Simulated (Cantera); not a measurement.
A closed system holds: 1 mol SiF4, 0.027 mol C2H4, 1100 mol H2, at 2002 °C and 1.33 mbar.

Equilibrium computed with Cantera from the NASA thermochemical tables; the gas is ideal and each condensed phase is pure. Candidate condensed phases: C, C6H6, C7H8, C8H18, Si, SiC; 113 gas species. Kinetics and transport are ignored.

Base state: H2 0.789, H 0.207, HF 0.00324, Si 0.000794, C2H2 (acetylene) 2.07e-5 (mole fractions); condensed: gas only.

Problem. What changes in the equilibrium state with this change: SiF4 replaced by CH3SiH3?

Solution. 
```
species             before     after
----------------  --------  --------
H2                   0.789     0.792
H                    0.207     0.207
Si                0.000794  0.000788
HF                 0.00324         0
C2H2 (acetylene)   2.07e-5  0.000408
SiC2               6.92e-7   1.35e-5
```
The feed counts by its element totals alone.

Problem. What changes in the equilibrium state with this change: pressure from 1.33 mbar to 27.0 mbar?

Solution. 
```csv
species,before,after
H2,0.789,0.945
H,0.207,0.0502
HF,0.00324,0.00348
Si,0.000794,0.000777
SiH2,4.70e-7,1.11e-5
SiF2,6.83e-7,1.30e-5
```
The tables' values for SiF, SiF2 are old estimates; treat these amounts as uncertain. Gases not in the tables: Si2H6 and higher silanes.

Problem. What changes in the equilibrium state with this change: SiF4 replaced by CH3SiCl3?

Solution. 
```json
[
 {"species": "H2", "before": "0.789", "after": "0.790"},
 {"species": "H", "before": "0.207", "after": "0.207"},
 {"species": "HCl", "before": "0", "after": "0.00205"},
 {"species": "HF", "before": "0.00324", "after": "0"},
 {"species": "C2H2 (acetylene)", "before": "2.07e-5", "after": "0.000408"},
 {"species": "Si", "before": "0.000794", "after": "0.000787"},
 {"species": "Cl", "before": "0", "after": "0.000387"},
 {"species": "SiC2", "before": "6.92e-7", "after": "1.35e-5"}
]
```
The feed counts by its element totals alone.
